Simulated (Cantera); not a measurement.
# Boron, boron nitride and boron oxide: B2H6 + H2O + N2

Input: 1 mol B2H6, 0.27 mol H2O, 0.0026 mol N2, equilibrated at 1.33 mbar.

These are equilibrium values from Cantera (NASA tables, ideal gas, pure condensed phases), not measurements of a reactor. Candidate condensed phases: B, BN, B2O3, B3O3H3, H2O; 39 gas species. The feed counts by its element totals alone. N2 is the only nitrogen source here; it is nearly inert below about 1500 K, so the nitride shown seldom forms there in practice. Mutual solubility and eutectic melting of coexisting phases are not modelled. The tables' values for BH2 are old estimates; treat these amounts as uncertain. Rates play no part.

From 900 °C to 1100 °C the condensed part is B(s) + BN(s) + B2O3(l). From 1200 °C to 1400 °C the condensed part is B(s) + BN(s). At 1500 °C the condensed part is B(s). The main B-bearing gas is HBO throughout. The share of B in condensed phases is highest at 900 °C (99.7 %) and lowest at 1500 °C (86.5 %).

| T (°C) | x H2 | x HBO | x B2O2 | x H | n B(s) | n BN(s) | n B2O3(l) |
|---|---|---|---|---|---|---|---|
| 900 | 0.999 | 0.00100 | 2.36e-5 | 3.23e-6 | 1.81 | 0.00520 | 0.0880 |
| 1000 | 0.994 | 0.00527 | 0.000432 | 1.95e-5 | 1.81 | 0.00520 | 0.0821 |
| 1100 | 0.972 | 0.0214 | 0.00510 | 8.99e-5 | 1.78 | 0.00520 | 0.0501 |
| 1200 | 0.940 | 0.0419 | 0.0150 | 0.000336 | 1.73 | 0.00519 | 0 |
| 1300 | 0.936 | 0.0464 | 0.0142 | 0.00108 | 1.73 | 0.00502 | 0 |
| 1400 | 0.931 | 0.0490 | 0.0127 | 0.00301 | 1.73 | 0.00345 | 0 |
| 1500 | 0.924 | 0.0494 | 0.0106 | 0.00749 | 1.73 | 0 | 0 |
x: gas mole fraction; n: condensed amount in mol.
